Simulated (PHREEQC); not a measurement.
A column of 0.5 m (30 cells, dispersivity 0.025 m, 300 s a shift, diffusion coefficient 3e-10 m²/s) holds 0.28 eq of the database's cation exchanger X per kg of pore water, first in equilibrium with 0.0016 mol/kgw CaCl2 and 1e-05 mol/kgw HCl. It is flushed with 4.5 mmol/kgw SrCl2, 63 mmol/kgw CaCl2, 6.4 mmol/kgw ZnCl2 and 0.01 mmol/kgw HCl, at 25 °C. Values are for the last cell. The system is closed to CO2. No solid was allowed to form.

Equilibrium calculation in PHREEQC: ion-association model, phreeqc.dat.

| pore volumes | Zn in solution (mol/kgw) | Sr in solution (mol/kgw) | Cl in solution (mol/kgw) | Ca in solution (mol/kgw) | ZnX2 on the exchanger (mol/kgw) | SrX2 on the exchanger (mol/kgw) |
|---|---|---|---|---|---|---|
| 0 | 0 | 0 | 0.00321 | 0.00160 | 0 | 0 |
| 0.4167 | 0 | 0 | 0.00361 | 0.00180 | 0 | 0 |
| 0.8167 | 1.98e-10 | 1.10e-12 | 0.0482 | 0.0241 | 1.09e-9 | 8.24e-12 |
| 1.217 | 2.31e-5 | 1.07e-6 | 0.117 | 0.0582 | 5.03e-5 | 3.32e-6 |
| 1.817 | 0.000958 | 0.000162 | 0.145 | 0.0715 | 0.00165 | 0.000403 |
| 2.217 | 0.00222 | 0.000571 | 0.147 | 0.0709 | 0.00376 | 0.00140 |
| 2.617 | 0.00349 | 0.00119 | 0.148 | 0.0692 | 0.00589 | 0.00291 |
| 3.017 | 0.00452 | 0.00189 | 0.148 | 0.0675 | 0.00762 | 0.00462 |
| 3.417 | 0.00525 | 0.00255 | 0.148 | 0.0661 | 0.00884 | 0.00622 |
| 3.817 | 0.00573 | 0.00311 | 0.148 | 0.0651 | 0.00962 | 0.00756 |
| 4.217 | 0.00602 | 0.00354 | 0.148 | 0.0643 | 0.0101 | 0.00859 |
| 4.817 | 0.00625 | 0.00397 | 0.148 | 0.0637 | 0.0105 | 0.00964 |
| 5.217 | 0.00632 | 0.00416 | 0.148 | 0.0634 | 0.0106 | 0.0101 |
| 5.617 | 0.00636 | 0.00428 | 0.148 | 0.0633 | 0.0106 | 0.0104 |
| 6.017 | 0.00638 | 0.00436 | 0.148 | 0.0632 | 0.0107 | 0.0106 |

Species that the database lacks are ignored.
